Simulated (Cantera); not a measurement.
Charge: 1 mol SiCl4, 0.2 mol O3, 0.36 mol H2, 1.6 mol NO, held at 1.00 bar.

Cantera equilibrium calculation (NASA polynomials, part measured and part estimated; ideal gas, pure solids and liquids). Candidate condensed phases: H2O, NH4Cl, Si, SiO2, Si2N2O, Si3N4; 47 gas species. The tables hold silica as quartz up to 1696 K and as liquid above; real silica turns to tridymite and cristobalite and melts near 1996 K. Kinetics and transport are ignored. All values below are at 1923 K.

Base state: Cl 0.290, Cl2 0.285, N2 0.209, HCl 0.188, O2 0.0253, NO 0.00110, ClO 0.000739, H2O 0.000214 (mole fractions); condensed: SiO2(condensed).

### Question
What changes in the equilibrium state with this change: SiCl4 replaced by HMDSO?

### Answer
```csv
species,before,after
H2,2.12e-7,0.698
CO,0,0.238
N2,0.209,0.0587
Cl,0.290,0
Cl2,0.285,0
HCl,0.188,0
O2,0.0253,<1e-9
SiO,2.04e-8,0.00184
HCN,0,0.00218
NO,0.00110,<1e-9
"SiO2(condensed), mol",0.999,0
"C(graphite), mol",0,0.807
"SiC(s), mol",0,1.98
```
The feed counts by its element totals alone. Further candidate phases: C, C6H6, C7H8, C8H18, SiC.

### Question
What changes in the equilibrium state with this change: O3 from 0.2 to 3.1 mol?

### Answer
```json
[
 {"species": "O2", "before": "0.0253", "after": "0.530"},
 {"species": "Cl", "before": "0.290", "after": "0.178"},
 {"species": "Cl2", "before": "0.285", "after": "0.107"},
 {"species": "N2", "before": "0.209", "after": "0.0941"},
 {"species": "HCl", "before": "0.188", "after": "0.0850"},
 {"species": "SiCl4", "before": "0.000152", "after": "1.03e-6"},
 {"species": "NO2", "before": "7.57e-7", "after": "1.06e-5"},
 {"species": "O", "before": "5.76e-5", "after": "0.000263"},
 {"species": "OH", "before": "3.77e-5", "after": "0.000127"},
 {"species": "NO", "before": "0.00110", "after": "0.00337"},
 {"species": "ClO", "before": "0.000739", "after": "0.00207"},
 {"species": "SiO2(condensed), mol", "before": "0.999", "after": "1.000"}
]
```
